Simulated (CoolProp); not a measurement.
The numbers come from the reference Helmholtz-energy equation of state, Schmidt 1985 in CoolProp.

**Question.** Give the vapour pressure (kPa), liquid density (kg/m³), enthalpy of vaporisation (kJ/kg), liquid viscosity (µPa s) of saturated oxygen at -187.75, -181.95 °C.

**Answer.** 
| T (°C) | p (kPa) | liquid density (kg/m³) | enthalpy of vaporisation (kJ/kg) | liquid viscosity (µPa s) |
|---|---|---|---|---|
| -187.75 | 59.6 | 1160 | 218 | 222 |
| -181.95 | 112 | 1140 | 212 | 190 |

Viscosity comes from a separate model (Lemmon 2004).
